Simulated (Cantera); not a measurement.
Charge: 1 mol B2H6, 8.1 mol O2, 0.23 mol H2, 19 mol NH3, equilibrated at 1100 K and 1.00 bar.

Cantera equilibrium calculation (NASA polynomials, part measured and part estimated; ideal gas, pure solids and liquids). Candidate condensed phases: B, BN, B2O3, B3O3H3, H2O; 39 gas species. The feed counts by its element totals alone. Gases not in the tables: H3BO3. Kinetics and transport are ignored.

Base state: H2 0.450, H2O 0.316, N2 0.231, (HBO2)3 0.00310, HBO2 9.80e-5, NH3 4.61e-5 (mole fractions); condensed: B2O3(l).

Question: What changes in the equilibrium state with this change: temperature from 1100 K to 1600 K?

Answer: 
```csv
species,before,after
H2,0.450,0.443
H2O,0.316,0.299
N2,0.231,0.227
HBO2,9.80e-5,0.0303
B2O3,<1e-9,0.000147
HBO,2.54e-9,4.38e-5
H,1.73e-8,3.62e-5
NH3,4.61e-5,6.55e-6
"B2O3(l), mol",0.806,0.321
```
